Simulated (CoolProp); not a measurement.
Vapour-liquid equilibrium of R125 (1) + fluoroethane (R161) (2) at 0.457 MPa; x and y are mole fractions of (1).

Model: multi-fluid Helmholtz-energy mixture model, Lemmon 2005 and Wu 2012; pair parameters Bell 2016, in CoolProp.

| x | bubble temperature, mixture model (K) | bubble temperature, Raoult's law (K) | y, mixture model | y, Raoult's law |
|---|---|---|---|---|
| 0.05 | 273.9 | 273.7 | 0.067 | 0.075 |
| 0.125 | 272.9 | 272.6 | 0.170 | 0.180 |
| 0.2 | 271.7 | 271.4 | 0.271 | 0.278 |
| 0.275 | 270.4 | 270.3 | 0.368 | 0.369 |
| 0.35 | 269.2 | 269.3 | 0.457 | 0.454 |
| 0.425 | 267.9 | 268.3 | 0.539 | 0.533 |
| 0.5 | 266.8 | 267.3 | 0.613 | 0.608 |
| 0.575 | 265.7 | 266.4 | 0.680 | 0.677 |
| 0.65 | 264.7 | 265.5 | 0.740 | 0.742 |
| 0.725 | 263.9 | 264.6 | 0.797 | 0.804 |
| 0.8 | 263.1 | 263.7 | 0.851 | 0.862 |
| 0.875 | 262.4 | 262.9 | 0.904 | 0.916 |
| 0.95 | 261.9 | 262.1 | 0.960 | 0.967 |

The largest gap from Raoult's law is -0.8 K in bubble temperature, at x = 0.65. No azeotrope shows between x = 0.05 and 0.95.

Pair parameters are fitted to limited data, so mixtures are less certain than the pure fluids. The gap from Raoult's law changes sign with composition, which may be real or a fault of the pair parameters; it wasn't checked against measurements.
